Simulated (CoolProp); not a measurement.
Model: reference Helmholtz-energy equation of state, Beckmüller 2019, in CoolProp.

**Question.** Give the vapour pressure (kPa), liquid cp (kJ/(kg K)), vapour Z, surface tension (mN/m) of saturated n-octane at 403.9, 433.9 K.

**Answer.** 
```
T (K)  p (kPa)  liquid cp (kJ/(kg K))  vapour Z  surface tension (mN/m)
-----  -------  ---------------------  --------  ----------------------
403.9      117                   2.67     0.938                    11.5
433.9      245                   2.82     0.896                    9.03
```

Surface tension comes from a separate correlation (Mulero 2012).
